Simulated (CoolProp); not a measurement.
Values from CoolProp's reference Helmholtz-energy equation of state, Lemmon 2006. It is a short technical equation, of lower accuracy than the large ones.

Question: For carbon monoxide, give the phase and the Joule-Thomson coefficient (K/MPa) at 191.9 K and 15.3 MPa; 302.2 K and 15.3 MPa; 449.1 K and 15.3 MPa.

Answer: 
- 191.9 K and 15.3 MPa: supercritical; Joule-Thomson coefficient 1.43
- 302.2 K and 15.3 MPa: supercritical; Joule-Thomson coefficient 1.13
- 449.1 K and 15.3 MPa: supercritical; Joule-Thomson coefficient 0.320
